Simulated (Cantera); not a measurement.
An isothermal plug-flow reactor at 900 K and 0.300 bar (inlet), inlet velocity 0.76 m/s, active area per volume 1400 1/m; feed CH4 : O2 : N2 = 0.0047 : 0.13 : 0.79 (molar parts).

Detailed kinetics in Cantera: Deutschmann's 1995 Pt surface mechanism with GRI-Mech 3.0 gas chemistry. Catalytic surfaces can have several steady states; this one follows from the mechanism file's or the stated starting coverage. Mass transfer to the wall is taken as infinitely fast.

### Question
Predict: x(CH4) at z = 0.03 m; x(O2) at z = 0.03 m; x(H2O) at z = 0.03 m; x(CO2) at z = 0.03 m; x(CO) at z = 0.03 m; θ(free Pt) at the exit; θ(O*) at the exit; θ(OH*) at the exit.

### Answer
```
Quantity                 Result
----------------------  -------
x(CH4) at z = 0.03 m    0.00111
x(O2) at z = 0.03 m       0.133
x(H2O) at z = 0.03 m    0.00794
x(CO2) at z = 0.03 m    0.00397
x(CO) at z = 0.03 m     3.54e-7
θ(free Pt) at the exit    0.136
θ(O*) at the exit         0.863
θ(OH*) at the exit      0.00111
```
